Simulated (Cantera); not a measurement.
# Hydrocarbon pyrolysis for carbon deposition

A perfectly stirred reactor is fed with 2.78 % C2H6, 97.2 % H2, at 0.0267 bar; it is held at 1575 K, and followed from long to short residence time.

Computed with Cantera and GRI-Mech 3.0 (53 species, 325 reactions). GRI-Mech 3.0 stops at C3 and has no aromatics, soot or wall deposition, so with more carbon than oxygen in the feed, carbon stays in small species such as C2H2 where larger ones or solid carbon would form. Radical loss at walls, strong at low pressure, is not modelled.

```json
[
 {"τ (s)": "0.87", "x C2H6": "2.23e-5", "x H2": "0.964", "x H": "0.000518", "x C2H2": "0.0175", "x CH4": "0.0178"},
 {"τ (s)": "0.37", "x C2H6": "4.42e-5", "x H2": "0.962", "x H": "0.000629", "x C2H2": "0.0164", "x CH4": "0.0198"},
 {"τ (s)": "0.16", "x C2H6": "8.61e-5", "x H2": "0.961", "x H": "0.000756", "x C2H2": "0.0152", "x CH4": "0.0218"},
 {"τ (s)": "0.066", "x C2H6": "0.000176", "x H2": "0.960", "x H": "0.000906", "x C2H2": "0.0136", "x CH4": "0.0239"},
 {"τ (s)": "0.028", "x C2H6": "0.000354", "x H2": "0.959", "x H": "0.00106", "x C2H2": "0.0119", "x CH4": "0.0257"},
 {"τ (s)": "0.012", "x C2H6": "0.000719", "x H2": "0.958", "x H": "0.00121", "x C2H2": "0.00977", "x CH4": "0.0269"},
 {"τ (s)": "0.0050", "x C2H6": "0.00151", "x H2": "0.957", "x H": "0.00135", "x C2H2": "0.00719", "x CH4": "0.0273"},
 {"τ (s)": "0.0021", "x C2H6": "0.00315", "x H2": "0.958", "x H": "0.00144", "x C2H2": "0.00446", "x CH4": "0.0261"},
 {"τ (s)": "0.00090", "x C2H6": "0.00643", "x H2": "0.959", "x H": "0.00142", "x C2H2": "0.00216", "x CH4": "0.0221"}
]
```
x: mole fraction; the columns are a selection and need not sum to one.
